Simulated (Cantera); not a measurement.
A Cantera script and what it prints.

```python
import numpy as np
import cantera as ct

gas_names = """
    H H2 N NH NH2 NH3 N2 N2H2 N2H4 Si SiH SiH2 SiH3 SiH4 SiN Si2 Si2N Si3
""".split()
cond_names = """
    Si(cr) Si(L) Si3N4(a)
""".split()


# ... load() reads the species with a 1 bar reference pressure and builds the phases ...
atoms = {
    'SiH4': {'Si': 1, 'H': 4},
    'N2': {'N': 2},
    'H2': {'H': 2},
    'NH3': {'N': 1, 'H': 3},
}
top_T = {'Si3N4(a)': 2400}  # K; cautious upper limits of use, not melting points


# ... equilibrate(T, P, feed) seeds the gas with the atoms and calls Mixture.equilibrate('TP', solver="vcs", rtol=1e-11, max_steps=5000) ...
results = []
feed = {'SiH4': 1, 'N2': 0.48, 'H2': 4.4, 'NH3': 3.7}  # mol
T = 1598.15  # K
for P in [5, 26, 140, 710, 3700, 19000, 100000]:
    mix = equilibrate(T, P, feed)
    results.append((T, P, feed, dict(zip(mix.species_names, mix.species_moles))))

top = {s: max(r[3][s] / sum(r[3][g] for g in gas_names) for r in results) for s in gas_names}
cols = sorted((s for s in top if top[s] > 0.001), key=lambda s: -top[s])[:6]
seen = [c for c in cond_names if any(r[3].get(c, 0) > 1e-12 for r in results)]
print("log10 of partial pressures in bar; condensed amounts in mol")
print(f"{'P/Pa':>10s}" + "".join(f"{s[:9]:>10s}" for s in cols + seen))
for T, P, feed, n in results:
    ng = sum(n[g] for g in gas_names)
    print(f"{P:10.4g}" + "".join(f"{np.log10(max(n[s] / ng * P / 1e5, 1e-99)):10.3f}" for s in cols)
          + "".join(f"{n.get(c, 0):10.4g}" for c in seen))
```

Output:

```
log10 of partial pressures in bar; condensed amounts in mol
      P/Pa        H2        N2         H        Si    Si(cr)  Si3N4(a)
         5    -4.383    -5.091    -6.464    -7.028    0.9722         0
        26    -3.664    -4.373    -6.105    -7.028    0.9945         0
       140    -2.932    -3.642    -5.739    -7.028    0.9989         0
       710    -2.206    -3.062    -5.376    -7.345         0    0.3333
      3700    -1.489    -2.345    -5.017    -7.823         0    0.3333
   1.9e+04    -0.778    -1.634    -4.662    -8.297         0    0.3333
     1e+05    -0.057    -0.913    -4.301    -8.778         0    0.3333
```

These are equilibrium values from Cantera (NASA tables, ideal gas, pure condensed phases), not measurements of a reactor.
